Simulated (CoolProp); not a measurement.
Properties of R125 along the isotherm 177.5 K.

The numbers come from the reference Helmholtz-energy equation of state, Lemmon 2005 in CoolProp.

| p (MPa) | phase | cp (kJ/(kg K)) | expansivity (1/kK) |
|---|---|---|---|
| 0.113 | liquid | 1.039 | 1.932 |
| 0.226 | liquid | 1.039 | ? |
| 0.339 | liquid | 1.039 | 1.929 |
| 0.452 | liquid | 1.038 | 1.927 |
| 0.565 | liquid | 1.038 | 1.925 |
| 0.678 | liquid | 1.038 | 1.924 |
| 0.791 | liquid | 1.038 | 1.922 |
| 0.905 | liquid | 1.038 | 1.921 |
| 1.02 | liquid | 1.038 | 1.919 |
| 1.13 | liquid | 1.038 | 1.917 |
| 1.24 | liquid | 1.038 | 1.916 |
| 1.36 | liquid | 1.038 | 1.914 |
| 1.47 | liquid | 1.037 | 1.913 |
| 1.58 | liquid | 1.037 | ? |
| 1.7 | liquid | 1.037 | 1.909 |
| 1.81 | liquid | 1.037 | ? |

### Question
Fill in the missing entries.

### Answer

- 0.226, expansivity (1/kK): 1.930
- 1.58, expansivity (1/kK): 1.911
- 1.81, expansivity (1/kK): 1.908
